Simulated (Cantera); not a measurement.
Input (Python, Cantera):

```python
import numpy as np
import cantera as ct

gas = ct.Solution("gri30.yaml")


def delay(T, t_max=10):
    gas.TPX = T, 100000, {'H2': 1, 'O2': 0.294, 'N2': 1.11, 'NO': 0.0033}
    reactor = ct.IdealGasConstPressureReactor(gas, clone=False)
    net = ct.ReactorNet([reactor])
    net.rtol, net.atol = 1e-8, 1e-16
    while net.time < t_max:
        t_old, T_old = net.time, reactor.T
        net.step()
        if reactor.T > T + 400:  # ignition: a rise of 400 K
            return t_old + (T + 400 - T_old) / (reactor.T - T_old) * (net.time - t_old)
    return np.nan


taus = []
for T in [1048, 1148, 1248, 1348, 1448, 1548, 1648]:
    taus.append(delay(T))
    print(f"T0 = {T:6g} K   tau = {taus[-1]:.4e} s")
```

Result:

```
T0 =   1048 K   tau = 1.4388e-04 s
T0 =   1148 K   tau = 6.7499e-05 s
T0 =   1248 K   tau = 3.9547e-05 s
T0 =   1348 K   tau = 2.6787e-05 s
T0 =   1448 K   tau = 2.0419e-05 s
T0 =   1548 K   tau = 1.7219e-05 s
T0 =   1648 K   tau = 1.5810e-05 s
```

Computed with Cantera and GRI-Mech 3.0 (53 species, 325 reactions). The mechanism lacks 2 NO + O2 → 2 NO2 and HONO, so NO2 and the effect of NO are under-described below about 1400 K. Where the delays flatten at high temperature, the 400 K rule measures the pace of heat release, not the induction time.
